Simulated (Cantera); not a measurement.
An isothermal, constant-pressure homogeneous reactor starts with H2 : O2 = 0.08 : 1 (molar parts), equivalence ratio 0.040, at 1175 K and 0.0132 atm.

Detailed kinetics in Cantera: the H2/O2 subset of GRI-Mech 3.0, which has no nitrogen chemistry. Radical loss at walls, strong at low pressure, is not modelled. The temperature is held fixed by assumption; the heat of reaction is taken as removed at once.

x: mole fraction; the columns are a selection and need not sum to one.

| t (s) | x H2 | x O2 | x H2O2 | x OH | x O | x H |
|---|---|---|---|---|---|---|
| 2.00e-6 | 0.0741 | 0.926 | <1e-12 | 1.51e-12 | 1.52e-12 | 7.62e-11 |
| 8.40e-6 | 0.0741 | 0.926 | <1e-12 | 2.46e-11 | 2.54e-11 | 3.02e-10 |
| 3.53e-5 | 0.0741 | 0.926 | <1e-12 | 3.34e-10 | 3.78e-10 | 1.08e-9 |
| 0.000148 | 0.0741 | 0.926 | 2.04e-12 | 3.64e-9 | 5.19e-9 | 4.88e-9 |
| 0.000621 | 0.0741 | 0.926 | 3.67e-11 | 2.45e-7 | 3.94e-7 | 2.66e-7 |
| 0.00261 | 0.00738 | 0.880 | … | 0.00672 | 0.0325 | 0.0192 |
| 0.0110 | 0.00130 | 0.887 | 1.29e-7 | 0.00381 | 0.0311 | 0.00978 |
| 0.0460 | 0.000429 | 0.912 | 1.34e-7 | 0.00220 | 0.00966 | 0.00170 |
| 0.193 | 4.03e-5 | 0.922 | … | 0.000677 | 0.000900 | 4.83e-5 |
| 0.811 | 2.95e-6 | 0.923 | … | 0.000186 | 6.70e-5 | 9.84e-7 |
| 3.40 | 3.25e-7 | 0.923 | … | 6.22e-5 | 7.50e-6 | 3.69e-8 |
| 14.3 | 5.18e-8 | 0.923 | … | 2.49e-5 | 1.21e-6 | 2.38e-9 |
| 60.0 | 1.10e-8 | 0.923 | 3.06e-10 | 1.15e-5 | 2.59e-7 | 2.36e-10 |

Question: Fill in the missing entries.

Answer: 
- 0.00261, x H2O2: 2.76e-7
- 0.193, x H2O2: 7.62e-8
- 0.811, x H2O2: 2.20e-8
- 3.40, x H2O2: 5.14e-9
- 14.3, x H2O2: 1.18e-9
